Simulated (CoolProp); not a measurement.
Properties of the fluoroketone C6F12O (FK-5-1-12) along the isobar 0.514 MPa.

Values from CoolProp's reference Helmholtz-energy equation of state, McLinden 2015.

```
T (°C)   phase        Z  Joule-Thomson coefficient (K/MPa)  isothermal compressibility (1/MPa)  expansivity (1/kK)  fugacity coefficient
------  ------  -------  ---------------------------------  ----------------------------------  ------------------  --------------------
94.55   liquid  0.03897                            0.08603                             0.01070               3.098                0.6576
106.65     gas   0.7989                              19.07                               2.568               5.917                0.8340
118.65     gas   0.8269                              16.09                               2.436               5.061                0.8525
130.65     gas   0.8493                              13.84                               2.345               4.457                0.8684
142.65     gas   0.8677                              12.08                               2.279               4.007                0.8820
154.75     gas   0.8831                              10.65                               2.228               3.656                0.8940
166.75     gas   0.8960                              9.505                               2.189               3.379                0.9043
178.75     gas   0.9070                              8.554                               2.157               3.152                0.9134
190.75     gas   0.9165                              7.755                               2.131               2.962                0.9215
202.85     gas   0.9249                              7.069                               2.109               2.799                0.9287
214.85     gas   0.9322                              6.484                               2.091               2.660                0.9351
226.85     gas   0.9386                              5.975                               2.075               2.538                0.9408
```
